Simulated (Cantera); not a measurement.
An adiabatic, constant-volume homogeneous reactor starts with CH4 : O2 : N2 = 1 : 3.39 : 12.7 (molar parts), at 1800 K and 9.87 atm. Integrator tolerance rtol = 1e-08.

Detailed kinetics in Cantera: GRI-Mech 3.0 (53 species, 325 reactions).

Question: What does this change do: 0.36 parts H2 added?

Answer: 
```
quantity                                                            before                                    after
---------------------------------  ---------------------------------------  ---------------------------------------
time of steepest temperature rise                                  14.3 µs                                  7.71 µs
temperature at 0.800 s                                              2940 K                                   3002 K
equilibrium temperature                                             2940 K                                   3002 K
x(CH4) at 0.800 s                    <1e-12 (gas-phase equilibrium <1e-12)    <1e-12 (gas-phase equilibrium <1e-12)
x(O2) at 0.800 s                     0.0684 (gas-phase equilibrium 0.0684)    0.0585 (gas-phase equilibrium 0.0585)
x(H2) at 0.800 s                   0.00351 (gas-phase equilibrium 0.00351)  0.00533 (gas-phase equilibrium 0.00533)
x(N2O) at 0.800 s                  5.33e-6 (gas-phase equilibrium 5.33e-6)  5.30e-6 (gas-phase equilibrium 5.30e-6)
x(CO2) at 0.800 s                    0.0460 (gas-phase equilibrium 0.0460)    0.0424 (gas-phase equilibrium 0.0424)
```
Above 3000 K some thermodynamic fits are extrapolated.

Question: What does this change do: constant pressure in place of constant volume?

Answer: 
```tsv
quantity	before	after
time of steepest temperature rise	14.3 µs	15.3 µs
temperature at 0.800 s	2940 K	2773 K
equilibrium temperature	2940 K	2773 K
x(CH4) at 0.800 s	<1e-12 (gas-phase equilibrium <1e-12)	<1e-12 (gas-phase equilibrium <1e-12)
x(O2) at 0.800 s	0.0684 (gas-phase equilibrium 0.0684)	0.0705 (gas-phase equilibrium 0.0705)
x(H2) at 0.800 s	0.00351 (gas-phase equilibrium 0.00351)	0.00248 (gas-phase equilibrium 0.00248)
x(N2O) at 0.800 s	5.33e-6 (gas-phase equilibrium 5.33e-6)	3.35e-6 (gas-phase equilibrium 3.35e-6)
x(CO2) at 0.800 s	0.0460 (gas-phase equilibrium 0.0460)	0.0498 (gas-phase equilibrium 0.0498)
```

Question: What does this change do: pressure from 9.87 atm to 17.8 atm?

Answer: 
```
quantity                                                            before                                    after
---------------------------------  ---------------------------------------  ---------------------------------------
time of steepest temperature rise                                  14.3 µs                                  8.95 µs
temperature at 0.800 s                                              2940 K                                   2973 K
equilibrium temperature                                             2940 K                                   2973 K
x(CH4) at 0.800 s                    <1e-12 (gas-phase equilibrium <1e-12)    <1e-12 (gas-phase equilibrium <1e-12)
x(O2) at 0.800 s                     0.0684 (gas-phase equilibrium 0.0684)    0.0678 (gas-phase equilibrium 0.0678)
x(H2) at 0.800 s                   0.00351 (gas-phase equilibrium 0.00351)  0.00298 (gas-phase equilibrium 0.00298)
x(N2O) at 0.800 s                  5.33e-6 (gas-phase equilibrium 5.33e-6)  7.47e-6 (gas-phase equilibrium 7.47e-6)
x(CO2) at 0.800 s                    0.0460 (gas-phase equilibrium 0.0460)    0.0476 (gas-phase equilibrium 0.0476)
```
The pressure lies above the range GRI-Mech 3.0 was tuned for (to about 10 atm). Above 3000 K some thermodynamic fits are extrapolated.
